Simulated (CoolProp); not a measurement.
A Linde-Hampson liquefier for CF4 (R14): isothermal reversible compression at 280 K from 1 atm to 20 MPa, throttling to 1 atm, return gas leaving the recuperator 5 K below the feed. Each further row changes one setting.

Values from CoolProp's reference Helmholtz-energy equation of state, Platzer 1990. This equation is an older, rougher fit; its heat capacities, sound speeds and derivatives of the liquid may be far off and weren't checked against measurements.

```json
[
 {"case": "as stated", "liquid yield per pass": "?", "compression work (kJ/kg of gas)": "121"},
 {"case": "high pressure 40 MPa", "liquid yield per pass": "?", "compression work (kJ/kg of gas)": "?"},
 {"case": "warm-end temperature 310 K", "liquid yield per pass": "?", "compression work (kJ/kg of gas)": "141"},
 {"case": "warm-end gap 10 K", "liquid yield per pass": "0.310", "compression work (kJ/kg of gas)": "121"}
]
```

**Question.** Some entries are withheld; supply them.

**Answer.** 
- as stated, liquid yield per pass: 0.320
- high pressure 40 MPa, liquid yield per pass: 0.332
- high pressure 40 MPa, compression work (kJ/kg of gas): 140
- warm-end temperature 310 K, liquid yield per pass: 0.237
